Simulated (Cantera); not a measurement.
A closed system holds: 1 mol Ta, 0.51 mol CO2, 4.6 mol H2, at 0.0100 bar.

Method: chemical equilibrium by Gibbs-energy minimisation in Cantera with the NASA 1993 tables (ideal gas, pure condensed phases). Candidate condensed phases: C, C6H6, C7H8, C8H18, H2O, Ta, TaC, Ta2O5; 113 gas species. Mutual solubility and eutectic melting of coexisting phases are not modelled. Condensed phases not in the tables: Ta2C, N, O or C dissolved in the metal. Rates play no part.

### Question
At 2150 °C, list the 5 most abundant gas species with their mole fractions, and the condensed phases.

### Answer
H2 0.722, H 0.151, CO 0.0888, TaO2 0.0275, TaO 0.00654. Condensed: Ta(s) + Ta2O5(l).
